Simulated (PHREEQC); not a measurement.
A solution holds 17.1 mmol/kgw HF, 21 mmol/kgw KF and 0.56 mmol/kgw H2SiF6, at 20 °C. Closed to the air; pH follows from the charge balance.

All values are PHREEQC results (ion-association model, wateq4f.dat), not measurements.

The ionic strength comes out as 0.0223 mol/kgw. What activity coefficients do F-, K+, H+, HF2-, SiF6-2 get?

F- 0.86, K+ 0.86, H+ 0.89, HF2- 0.86, SiF6-2 0.57.

Precipitation was switched off in this run. Species that the database lacks are ignored. SiF6-2 is the database's only silicon fluoride.
